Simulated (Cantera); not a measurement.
An isothermal, constant-pressure homogeneous reactor starts with 0.574 % CO, 0.247 % O2, 0.188 % H2O, 99.0 % N2, at 1223 K and 8.78 atm.

Model: GRI-Mech 3.0 (53 species, 325 reactions), integrated in Cantera.

x: mole fraction; the columns are a selection and need not sum to one.

```tsv
t (s)	x CO	x O2	x H2O	x NO	x H2	x HO2
2.00e-6	0.00574	0.00247	0.00188	<1e-12	<1e-12	<1e-12
8.12e-6	0.00574	0.00247	0.00188	<1e-12	<1e-12	<1e-12
3.30e-5	0.00574	0.00247	0.00188	<1e-12	<1e-12	9.05e-12
0.000134	0.00574	0.00247	0.00188	<1e-12	1.68e-11	2.94e-10
0.000543	0.00574	0.00247	0.00188	<1e-12	5.65e-10	___
0.00220	0.00573	0.00247	0.00188	1.82e-12	2.38e-7	___
0.00894	0.00494	0.00208	0.00185	3.80e-9	2.53e-5	___
0.0363	0.00222	0.000728	0.00185	6.84e-8	3.06e-5	___
0.147	0.000673	4.16e-7	0.00176	2.22e-7	0.000122	___
0.598	0.000657	3.51e-8	0.00175	2.04e-7	0.000137	3.76e-11
2.43	0.000652	6.13e-9	0.00174	1.84e-7	0.000143	1.74e-12
9.85	0.000649	1.41e-9	0.00174	1.67e-7	0.000145	<1e-12
40.0	0.000646	1.87e-10	0.00174	1.46e-7	0.000148	<1e-12
```

**Question.** Some entries are withheld; supply them.

**Answer.** 
- 0.000543, x HO2: 6.22e-9
- 0.00220, x HO2: 9.85e-7
- 0.00894, x HO2: 2.91e-6
- 0.0363, x HO2: 1.52e-6
- 0.147, x HO2: 1.10e-9
